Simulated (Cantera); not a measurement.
Charge: 1 mol Al, 3.5 mol Cl2, 1.9 mol N2, 0.0043 mol NH3, held at 2.60 Pa.

These are equilibrium values from Cantera (NASA tables, ideal gas, pure condensed phases), not measurements of a reactor. Candidate condensed phases: Al, AlCl3, AlN, NH4Cl; 20 gas species. Kinetics and transport are ignored.

At 1325 K, list the 5 most abundant gas species with their mole fractions, and the condensed phases.

Cl 0.534, N2 0.284, AlCl3 0.149, Cl2 0.0310, HCl 0.00193. Condensed: gas only.
